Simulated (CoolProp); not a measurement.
Values from CoolProp's reference Helmholtz-energy equation of state, McLinden 2015.

Question: For the fluoroketone C6F12O (FK-5-1-12), give the phase and the Joule-Thomson coefficient (K/MPa) at 219.2 K and 0.575 bar; 421.2 K and 0.389 bar.

Answer: 
- 219.2 K and 0.575 bar: liquid; Joule-Thomson coefficient -0.337
- 421.2 K and 0.389 bar: gas; Joule-Thomson coefficient 9.31
